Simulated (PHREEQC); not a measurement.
Make-up at 25 °C: 0.072 mol Pb(NO3)2, 0.00038 mol CaCl2 and 0.00092 mol NaHCO3 per kg of water. Closed to the air; pH follows from the charge balance.

Model: ion-association model, phreeqc.dat, run in PHREEQC.

No solid was allowed to form.

Q: Predict the pH.

A: pH 5.26.

Q: In which forms is N present?

A: NO3- 83 %, PbNO3+ 17 % of the N.

Saturation is exceeded, for instance for Cerussite, Pb(OH)2; the values hold only as long as no solid forms.
